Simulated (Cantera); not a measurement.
Charge: 1 mol B2H6, 10 mol H2, at 0.000510 bar.

These are equilibrium values from Cantera (NASA tables, ideal gas, pure condensed phases), not measurements of a reactor. Candidate condensed phases: B; 7 gas species. The feed counts by its element totals alone. The tables' values for BH2 are old estimates; treat these amounts as uncertain. The numbers say what is thermodynamically allowed, not how fast it happens. All values below are at 1750 K.

Base state: H2 0.990, H 0.0102, BH2 8.92e-5 (mole fractions); condensed: B(s).

Q: What changes in the equilibrium state with this change: pressure from 0.000510 bar to 0.0100 bar?

A: 
```csv
species,before,after
H2,0.990,0.998
H,0.0102,0.00232
BH2,8.92e-5,9.00e-5
"B(s), mol",2.00,2.00
```
